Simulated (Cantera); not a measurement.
## Diamond growth

A diamond (100) surface in a fixed gas of H2 with x(CH4) = 0.0023, x(H) = 0.0012, at 900 K, 0.0197 atm; coverages are run to steady state.

Model: the Harris–Goodwin 1993 mechanism for the reconstructed diamond (100) surface, integrated in Cantera.

| x(CH3) | growth (µm/h) | θ c6HH | θ c6H* | θ c6*H | θ c6** | θ c6HM |
|---|---|---|---|---|---|---|
| 1e-06 | 0.00608 | 0.692 | 0.0104 | 0.292 | 0.00429 | 0.000681 |
| 2.3e-06 | 0.0140 | 0.691 | 0.0104 | 0.292 | 0.00428 | 0.00157 |
| 5.5e-06 | 0.0333 | 0.690 | 0.0104 | 0.291 | 0.00427 | 0.00373 |
| 1.3e-05 | 0.0781 | 0.685 | 0.0103 | 0.289 | 0.00423 | 0.00876 |
| 3e-05 | 0.178 | 0.676 | 0.0102 | 0.285 | 0.00416 | 0.0199 |
| 7.1e-05 | 0.405 | 0.654 | 0.00985 | 0.276 | 0.00399 | 0.0455 |
| 0.00017 | 0.894 | 0.607 | 0.00913 | 0.256 | 0.00363 | 0.100 |
| 0.00039 | 1.75 | 0.525 | 0.00787 | 0.220 | 0.00300 | 0.196 |
| 0.00092 | 3.04 | 0.401 | 0.00595 | 0.167 | 0.00206 | 0.342 |
θ: site fractions in the mechanism's names (c6HH fully hydrogenated, c6H* and c6*H radical sites, c6** diradical, c6HM methylated).
